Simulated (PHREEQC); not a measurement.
# Phosphoric acid bath: speciation

A solution holds 0.0017 mol NaH2PO4, 0.00057 mol NaOH, 0.15 mol NiSO4 and 0.0021 mol HCl per kg of water, at 25 °C. Closed to the air; pH follows from the charge balance.

Equilibrium calculation in PHREEQC: ion-association model, wateq4f.dat.

This is a speciation only: nothing precipitates in the calculation.

Question: What pH, ionic strength does the model give?

Answer: pH 3.42; ionic strength 0.304 mol/kgw.

Question: In which forms is Cl present?

Answer: Cl- 95 %, NiCl+ 4.8 % of the Cl.

H3PO4, which wateq4f.dat lacks, is added to it with the constant of phreeqc.dat. The database has no phosphate complexes of Ni.
